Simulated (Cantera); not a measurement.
Input: 1 mol CH3F, 0.06 mol H2, at 2348.15 K and 0.00133 bar.

Equilibrium computed with Cantera from the NASA thermochemical tables; the gas is ideal and each condensed phase is pure. Candidate condensed phases: C, C6H6, C7H8, C8H18; 95 gas species. Rates play no part.

Base state: HF 0.436, H2 0.359, H 0.203, C2H2 (acetylene) 0.00196, F 0.000338, C2H 5.64e-5, C3 3.00e-5, C 1.35e-5 (mole fractions); condensed: C(graphite).

Question: What changes in the equilibrium state with this change: temperature from 2348.15 K to 948 K?

Answer: 
```tsv
species	before	after
H2	0.359	0.514
HF	0.436	0.485
CH4	3.36e-8	6.06e-5
H	0.203	1.03e-8
C2H2 (acetylene)	0.00196	<1e-9
F	0.000338	<1e-9
C2H	5.64e-5	<1e-9
C3	3.00e-5	<1e-9
C	1.35e-5	<1e-9
C(graphite), mol	0.990	1.000
```
